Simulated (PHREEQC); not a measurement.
Consider water at 90 °C with 0.0024 mol/kgw Cu(NO3)2. Closed to the air; pH follows from the charge balance.

Equilibrium calculation in PHREEQC: ion-association model, phreeqc.dat.

This is a speciation only: nothing precipitates in the calculation.

Estimate the pH, specific conductance.

pH 4.40; specific conductance 1580 µS/cm.

In which forms is Cu present?

Cu+2 98 %, Cu2(OH)2+2 1.8 % of the Cu.

Away from 25 °C the constants follow the database's enthalpies or fits; those with neither stay at their 25 °C values.
